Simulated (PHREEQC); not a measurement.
0.5 mol of Zn3(PO4)2:4w (Zn3(PO4)2:4H2O) is brought to equilibrium with 1 kg of water, at 25 °C under several pressures of CO2. O2 is buffered at 0.21 atm. Solids allowed: Zn3(PO4)2:4w, Zn(OH)2-e, Smithsonite. Others were left out.

All values are PHREEQC results (ion-association model, wateq4f.dat), not measurements.

Question: Predict dissolved Zn (mol/kgw), dissolved P (mol/kgw), H2PO4- (mol/kgw), CO2 (mol/kgw) at log pCO2 (atm) = -4, -2, 0.

Answer: 
```tsv
log pCO2 (atm)	dissolved Zn (mol/kgw)	dissolved P (mol/kgw)	H2PO4- (mol/kgw)	CO2 (mol/kgw)
-4	5.40e-5	3.60e-5	1.25e-5	3.40e-6
-2	0.000299	0.000199	0.000172	0.000340
0	0.00276	0.00184	0.00181	0.0340
```

Complexes and solids missing from the database can't appear. H3PO4, which wateq4f.dat lacks, is added to it with the constant of phreeqc.dat. The database has no phosphate complexes of Zn. The database's zinc carbonate complexes are estimates, stronger than later reviews accept.
